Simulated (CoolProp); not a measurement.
Saturation properties of trans-2-butene.

The numbers come from the reference Helmholtz-energy equation of state, Lemmon 2005 in CoolProp. It is a short technical equation, of lower accuracy than the large ones.

```tsv
T (°C)	p (MPa)	liquid density (kg/m³)	vapour density (kg/m³)	liquid cp (kJ/(kg K))	surface tension (mN/m)
-41.85	0.01394	672.4	0.4112	2.079	21.6
-34.95	0.02031	665.2	0.5836	2.099	20.7
-28.05	0.02887	657.9	0.8095	2.120	19.8
-21.15	0.04014	650.6	1.100	2.142	18.9
-14.35	0.05446	643.2	1.461	2.165	18.0
-7.45	0.07288	635.7	1.916	2.190	17.1
-0.55	0.09591	628.0	2.475	2.217	16.2
6.35	0.1243	620.3	3.154	2.245	15.4
13.25	0.1588	612.4	3.969	2.275	14.5
20.05	0.1996	604.4	4.923	2.306	13.7
26.95	0.2488	596.2	6.064	2.339	12.9
33.85	0.3068	587.8	7.402	2.375	12.0
40.75	0.3745	579.1	8.961	2.413	11.2
```

It boils at 0.9 °C under 1 atm.

Surface tension comes from a separate correlation (Mulero 2014).
